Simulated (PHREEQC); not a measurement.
# Leach liquor (model solution)

Consider water at 24 °C with 0.1 mol/kgw HCl and 0.029 mol/kgw MnSO4. Closed to the air; pH follows from the charge balance.

The numbers come from PHREEQC with the Pitzer model, pitzer.dat.

This is a speciation only: nothing precipitates in the calculation.

Question: What pH, osmotic coefficient, density does the model give?

Answer: pH 1.19; osmotic coefficient 0.884; density 1.003 g/cm³.

Question: In which forms is S present?

Answer: HSO4- 60 %, SO4-2 40 % of the S.
